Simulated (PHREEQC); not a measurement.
Dissolve 1.3 mmol/kgw H2SO4, 8.2 mmol/kgw ZnSO4 and 0.054 mmol/kgw Fe2(SO4)3 at 25 °C. Closed to the air; pH follows from the charge balance.

Computed with PHREEQC (ion-association model, wateq4f.dat).

Each row changes one thing in this solution. This is a speciation only: nothing precipitates in the calculation.

```json
[
 {"case": "as made", "pH": "2.76", "ionic strength (mol/kgw)": "0.0251", "SO4-2 (mol/kgw)": "0.00615", "Zn+2 (mol/kgw)": "0.00557", "ZnSO4 (mol/kgw)": "0.00250", "HSO4- (mol/kgw)": "0.000661", "SI of Goslarite (ZnSO4:7H2O)": "-3.01", "SI of Goethite (FeOOH)": "+3.57"},
 {"case": "0.00015 mol/kgw Na2SiO3 added", "pH": "2.82", "ionic strength (mol/kgw)": "0.0252", "SO4-2 (mol/kgw)": "0.00620", "Zn+2 (mol/kgw)": "0.00556", "ZnSO4 (mol/kgw)": "0.00251", "HSO4- (mol/kgw)": "0.000589", "SI of Goslarite (ZnSO4:7H2O)": "-3.01", "SI of Goethite (FeOOH)": "+3.72"},
 {"case": "diluted 5-fold with water", "pH": "3.35", "ionic strength (mol/kgw)": "0.00624", "SO4-2 (mol/kgw)": "0.00160", "Zn+2 (mol/kgw)": "0.00137", "ZnSO4 (mol/kgw)": "0.000267", "HSO4- (mol/kgw)": "5.46e-5", "SI of Goslarite (ZnSO4:7H2O)": "-3.98", "SI of Goethite (FeOOH)": "+4.70"},
 {"case": "diluted 10-fold with water", "pH": "3.61", "ionic strength (mol/kgw)": "0.00333", "SO4-2 (mol/kgw)": "0.000857", "Zn+2 (mol/kgw)": "0.000730", "ZnSO4 (mol/kgw)": "8.97e-5", "HSO4- (mol/kgw)": "1.68e-5", "SI of Goslarite (ZnSO4:7H2O)": "-4.46", "SI of Goethite (FeOOH)": "+4.96"},
 {"case": "temperature from 25 to 45 °C", "pH": "2.81", "ionic strength (mol/kgw)": "0.0243", "SO4-2 (mol/kgw)": "0.00585", "Zn+2 (mol/kgw)": "0.00546", "ZnSO4 (mol/kgw)": "0.00263", "HSO4- (mol/kgw)": "0.000889", "SI of Goslarite (ZnSO4:7H2O)": "-3.20", "SI of Goethite (FeOOH)": "+4.14"},
 {"case": "ZnSO4 from 0.0082 to 0.00082 mol/kgw", "pH": "2.67", "ionic strength (mol/kgw)": "0.00632", "SO4-2 (mol/kgw)": "0.00177", "Zn+2 (mol/kgw)": "0.000673", "ZnSO4 (mol/kgw)": "0.000145", "HSO4- (mol/kgw)": "0.000290", "SI of Goslarite (ZnSO4:7H2O)": "-4.25", "SI of Goethite (FeOOH)": "+3.68"},
 {"case": "temperature from 25 to 50 °C", "pH": "2.83", "ionic strength (mol/kgw)": "0.0241", "SO4-2 (mol/kgw)": "0.00577", "Zn+2 (mol/kgw)": "0.00544", "ZnSO4 (mol/kgw)": "0.00265", "HSO4- (mol/kgw)": "0.000958", "SI of Goslarite (ZnSO4:7H2O)": "-3.25", "SI of Goethite (FeOOH)": "+4.27"},
 {"case": "ZnSO4 from 0.0082 to 0.00164 mol/kgw", "pH": "2.68", "ionic strength (mol/kgw)": "0.00868", "SO4-2 (mol/kgw)": "0.00232", "Zn+2 (mol/kgw)": "0.00130", "ZnSO4 (mol/kgw)": "0.000333", "HSO4- (mol/kgw)": "0.000353", "SI of Goslarite (ZnSO4:7H2O)": "-3.89", "SI of Goethite (FeOOH)": "+3.64"}
]
```

Complexes and solids missing from the database can't appear. Some of these states are supersaturated (in Hematite (slow to form), Goethite (slow to form), for instance). Constants without temperature data keep their 25 °C values here.
